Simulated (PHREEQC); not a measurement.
Solution (20 °C): 0.012 mol/kgw H2S. Closed to the air; pH follows from the charge balance.

Computed with PHREEQC (ion-association model, phreeqc.dat).

```
quantity                   before    after
------------------------  -------  -------
pH                           4.47     4.62
ionic strength (mol/kgw)  3.44e-5  2.43e-5
HS- (mol/kgw)             3.44e-5  2.43e-5
```

Problem. Which change was made?
A) H2S replaced by NH4HS at the same molality
B) diluted 2-fold with water
C) diluted 100-fold with water
D) H2S from 0.012 to 0.0024 mol/kgw

Solution. B, diluted 2-fold with water

Precipitation was switched off in this run.
